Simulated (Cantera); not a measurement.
**Chlorosilane synthesis and conversion: SiCl4 + HCl + H2**

Feed: 1 mol SiCl4, 1.2 mol HCl, 2.4 mol H2, at 973.15 K and 1580 Torr.

These are equilibrium values from Cantera (NASA tables, ideal gas, pure condensed phases), not measurements of a reactor. Candidate condensed phases: Si; 19 gas species. The tables' values for SiCl3 are old estimates; treat these amounts as uncertain. Equilibrium is a limit: real reactors are often held back by kinetics, nucleation or transport.

```
Property                             Result
--------------------------------  ---------
x(H2)                                 0.519
x(HCl)                                0.263
x(SiCl4)                              0.215
x(SiHCl3)                           0.00239
x(SiCl3)                            2.79e-5
x(SiH2Cl2)                          2.77e-6
gas amount                        4.600 mol
log10 activity of Si(s) (absent)      -6.32
```
